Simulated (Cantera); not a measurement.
Cantera run:

```python
import numpy as np
import cantera as ct

gas_names = """
    AL ALCL ALCL2 ALCL3 ALH ALO ALOCL ALOH ALO2 ALO2H AL2 AL2CL6 AL2O AL2O2 CL CLO CL2 H HALO HCL HOCL
    HO2 H2 H2O H2O2 O OH O2 O3
""".split()
cond_names = """
    AL(cr) AL(L) ALCL3(s) ALCL3(L) AL2O3(a) AL2O3(L) H2O(s) H2O(L)
""".split()


def load(file, names, dense=False):
    # The tables refer to 1 bar. Condensed volumes are neglected.
    table = {s.name: s for s in ct.Species.list_from_file(file)}
    out = []
    for n in names:
        d = dict(table[n].input_data)
        d["thermo"] = dict(d["thermo"], **{"reference-pressure": 1e5})
        if dense:
            d["equation-of-state"] = {"model": "constant-volume", "density": "1e6 g/cm^3"}
        out.append(ct.Species.from_dict(d))
    return out


gas = ct.Solution(thermo="ideal-gas", species=load("nasa_gas.yaml", gas_names))
cond = {s.name: ct.Solution(thermo="fixed-stoichiometry", species=[s], name=s.name)
        for s in load("nasa_condensed.yaml", cond_names, dense=True)}
atoms = {
    'Al2O3': {'AL': 2, 'O': 3},
    'Cl2': {'CL': 2},
    'O2': {'O': 2},
    'H2O': {'H': 2, 'O': 1},
}
top_T = {}  # K; cautious upper limits of use, not melting points


def equilibrate(T, P, feed):
    n = {}
    for name, mol in feed.items():
        for a, k in atoms[name].items():
            n[a] = n.get(a, 0.0) + k * mol
    gas.TPX = T, P, n
    mass = sum(n.values()) * gas.mean_molecular_weight
    gas.equilibrate("TP")
    valid = [c for c in cond.values() if c.min_temp <= T <= top_T.get(c.name, c.max_temp)]
    mix = ct.Mixture([(gas, mass / gas.mean_molecular_weight)] + [(c, 0.0) for c in valid])
    mix.T, mix.P = T, P
    mix.equilibrate("TP", solver="vcs", rtol=1e-11, max_steps=5000)
    return mix


results = []
feed = {'Al2O3': 1, 'Cl2': 0.012, 'O2': 0.028, 'H2O': 0.056}  # mol
T = 725  # K
P = 1333.22  # Pa
mix = equilibrate(T, P, feed)
results.append((T, P, feed, dict(zip(mix.species_names, mix.species_moles))))
x = sorted(zip(gas.X, gas.species_names), reverse=True)
print(f"T = {T:g} K  P = {P:g} Pa  gas = {mix.phase_moles(0):.4g} mol")
print("   x: " + "  ".join(f"{s} {v:.3e}" for v, s in x if v > 0.001))
print("   condensed (mol): " + ("  ".join(f"{mix.phase(i).name} {mix.phase_moles(i):.4g}"
      for i in range(1, mix.n_phases) if mix.phase_moles(i) > 1e-12) or "none"))
```

Result:

```
T = 725 K  P = 1333.22 Pa  gas = 0.1007 mol
   x: H2O 4.617e-01  O2 3.250e-01  HCL 1.883e-01  CL2 2.498e-02
   condensed (mol): AL2O3(a) 1
```

Equilibrium computed with Cantera from the NASA thermochemical tables; the gas is ideal and each condensed phase is pure. Condensed phases not in the tables: AlOCl.
